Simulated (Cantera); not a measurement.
Charge: 1 mol Cu, 4.2 mol H2O, 10 mol H2, equilibrated at 1550 K and 2500 Pa.

Method: chemical equilibrium by Gibbs-energy minimisation in Cantera with the NASA 1993 tables (ideal gas, pure condensed phases). Candidate condensed phases: Cu, CuO, Cu(OH)2, Cu2O, H2O; 12 gas species. Equilibrium is a limit: real reactors are often held back by kinetics, nucleation or transport.

Base state: H2 0.704, H2O 0.296, Cu 0.000742, H 0.000167 (mole fractions); condensed: Cu(l).

Problem. What changes in the equilibrium state with this change: Cu replaced by Ti?

Solution. 
| species | before | after |
|---|---|---|
| H2 | 0.704 | 0.845 |
| H2O | 0.296 | 0.155 |
| H | 0.000167 | 0.000183 |
| Cu | 0.000742 | 0 |
| Cu(l), mol | 0.989 | 0 |
| TiO2(rutile), mol | 0 | 1.00 |
Further candidate phases: Ti, TiO, TiO2, Ti2O3, Ti3O5, Ti4O7.
